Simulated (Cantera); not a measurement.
A freely propagating, adiabatic, planar premixed flame of 45.7 % H₂, 11.4 % O₂, 42.9 % N₂, equivalence ratio 2.0, unburnt at 600 K and 2630 Torr; mixture-averaged transport, grid criteria slope 0.08 and curve 0.16, no radiation.

Model: the H2/O2 subset of GRI-Mech 3.0, which has no nitrogen chemistry, integrated in Cantera. The hydrogen kinetics of GRI-Mech 3.0 are dated; newer H2 mechanisms differ, most at raised pressure. Burning velocities carry a grid error of a few per cent, more on coarse grids.

Problem. Predict: laminar burning velocity; thermal thickness; peak x(OH); peak x(O); peak x(HO₂); peak x(H).

Solution. 
| Quantity | Result |
|---|---|
| laminar burning velocity | 939 cm/s |
| thermal thickness | 0.0898 mm |
| peak x(OH) | 0.00513 |
| peak x(O) | 0.00312 |
| peak x(HO₂) | 0.000659 |
| peak x(H) | 0.0668 |
